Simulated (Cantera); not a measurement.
A closed system holds: 1 mol CCl₄, 0.51 mol F₂, 0.51 mol H₂, held at 1725 K and 188 Torr.

Equilibrium computed with Cantera from the NASA thermochemical tables; the gas is ideal and each condensed phase is pure. Candidate condensed phases: C, C₆H₆, C₇H₈, C₈H₁₈; 118 gas species. Gases not in the tables: C₂F₆ and larger saturated fluorocarbons. Equilibrium is a limit: real reactors are often held back by kinetics, nucleation or transport.

Base state: Cl₂ 0.393, Cl 0.274, HF 0.183, HCl 0.119, CF₄ 0.0263, CClF₃ 0.00388, CCl₂F₂ 0.000425, CF₂ 0.000255 (mole fractions); condensed: C(graphite).

### Question
What changes in the equilibrium state with this change: pressure from 188 Torr to 750 Torr?

### Answer
```json
[
 {"species": "Cl₂", "before": "0.393", "after": "0.480"},
 {"species": "HF", "before": "0.183", "after": "0.167"},
 {"species": "HCl", "before": "0.119", "after": "0.159"},
 {"species": "Cl", "before": "0.274", "after": "0.151"},
 {"species": "CF₄", "before": "0.0263", "after": "0.0336"},
 {"species": "CCl₄", "before": "3.24e-6", "after": "1.93e-5"},
 {"species": "CCl₃F", "before": "3.32e-5", "after": "0.000135"},
 {"species": "CCl₂F₂", "before": "0.000425", "after": "0.00117"},
 {"species": "CCl₃", "before": "4.01e-6", "after": "1.08e-5"},
 {"species": "F", "before": "6.17e-5", "after": "2.32e-5"},
 {"species": "C(graphite), mol", "before": "0.895", "after": "0.867"}
]
```
